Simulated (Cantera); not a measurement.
Charge: 1 mol SiO2, 1.2 mol C, 3.7 mol N2, at 1802 °C and 1 atm.

Equilibrium computed with Cantera from the NASA thermochemical tables; the gas is ideal and each condensed phase is pure. Candidate condensed phases: C, Si, SiC, SiO2, Si2N2O, Si3N4; 34 gas species. The numbers say what is thermodynamically allowed, not how fast it happens.

Problem. What is the equilibrium state?

Solution. 
```
Property                                    Value
--------------------------------------  ---------
x(N2)                                       0.660
x(CO)                                       0.226
x(SiO)                                      0.113
x(CO2)                                    4.00e-5
x(Si)                                     7.69e-6
x(SiN)                                    1.38e-6
n(Si2N2O(s))                            0.200 mol
gas amount                              5.300 mol
log10 activity of Si(l) (absent)            -1.12
log10 activity of C(graphite) (absent)      -1.63
```
